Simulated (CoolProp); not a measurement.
Properties of normal hydrogen along the isotherm 36.9 K.

Computed with CoolProp (reference Helmholtz-energy equation of state, Leachman 2009).

```json
[
 {"p (MPa)": "0.041", "phase": "gas", "cv (kJ/(kg K))": "…", "speed of sound (m/s)": "…", "fugacity coefficient": "0.9923"},
 {"p (MPa)": "0.0933", "phase": "gas", "cv (kJ/(kg K))": "…", "speed of sound (m/s)": "…", "fugacity coefficient": "0.9825"},
 {"p (MPa)": "0.212", "phase": "gas", "cv (kJ/(kg K))": "…", "speed of sound (m/s)": "495.9", "fugacity coefficient": "0.9604"},
 {"p (MPa)": "0.483", "phase": "gas", "cv (kJ/(kg K))": "6.359", "speed of sound (m/s)": "485.7", "fugacity coefficient": "0.9105"},
 {"p (MPa)": "1.1", "phase": "gas", "cv (kJ/(kg K))": "…", "speed of sound (m/s)": "461.4", "fugacity coefficient": "…"},
 {"p (MPa)": "2.5", "phase": "supercritical", "cv (kJ/(kg K))": "6.819", "speed of sound (m/s)": "…", "fugacity coefficient": "0.5559"},
 {"p (MPa)": "5.7", "phase": "supercritical", "cv (kJ/(kg K))": "6.510", "speed of sound (m/s)": "983.5", "fugacity coefficient": "0.3633"},
 {"p (MPa)": "13", "phase": "supercritical", "cv (kJ/(kg K))": "6.614", "speed of sound (m/s)": "1324", "fugacity coefficient": "0.3331"}
]
```

Question: Some entries are withheld; supply them.

Answer: 
- 0.041, cv (kJ/(kg K)): 6.201
- 0.041, speed of sound (m/s): 502.2
- 0.0933, cv (kJ/(kg K)): 6.218
- 0.0933, speed of sound (m/s): 500.3
- 0.212, cv (kJ/(kg K)): 6.258
- 1.1, cv (kJ/(kg K)): 6.693
- 1.1, fugacity coefficient: 0.7991
- 2.5, speed of sound (m/s): 598.2
